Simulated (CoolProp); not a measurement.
Model: reference Helmholtz-energy equation of state, Akasaka 2024, in CoolProp.

Task: Give the vapour pressure (MPa), enthalpy of vaporisation (kJ/kg), vapour Z of saturated R1132(E) at -18.65, -10.65, 25.55 °C.

Result: 
| T (°C) | p (MPa) | enthalpy of vaporisation (kJ/kg) | vapour Z |
|---|---|---|---|
| -18.65 | 0.436 | 274 | 0.907 |
| -10.65 | 0.578 | 264 | 0.887 |
| 25.55 | 1.68 | 214 | 0.763 |
